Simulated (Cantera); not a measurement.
Charge: 1 mol HF, 0.0063 mol SO2, 0.84 mol N2, 4.7 mol H2, at 2750 K and 13.0 Pa.

These are equilibrium values from Cantera (NASA tables, ideal gas, pure condensed phases), not measurements of a reactor. Candidate condensed phases: H2O, H2SO4, S; 62 gas species. Equilibrium is a limit: real reactors are often held back by kinetics, nucleation or transport.

Base state: H 0.815, HF 0.0766, N2 0.0750, H2 0.0185, F 0.0128, O 0.00108, S 0.000561, N 5.77e-5 (mole fractions); condensed: gas only.

### Question
What changes in the equilibrium state with this change: SO2 from 0.0063 to 0.038 mol?

### Answer
```csv
species,before,after
H,0.815,0.809
HF,0.0766,0.0758
N2,0.0750,0.0744
O,0.00108,0.00643
S,0.000561,0.00334
H2,0.0185,0.0182
F,0.0128,0.0127
SO,3.73e-7,1.33e-5
NO,6.37e-6,3.79e-5
```

### Question
What changes in the equilibrium state with this change: temperature from 2750 K to 2425 K?

### Answer
```tsv
species	before	after
H	0.815	0.641
H2	0.0185	0.167
HF	0.0766	0.103
F	0.0128	0.000677
N2	0.0750	0.0871
H2O	3.25e-6	0.000358
N	5.77e-5	3.70e-6
SH	1.82e-6	1.44e-5
OH	3.85e-5	0.000261
```
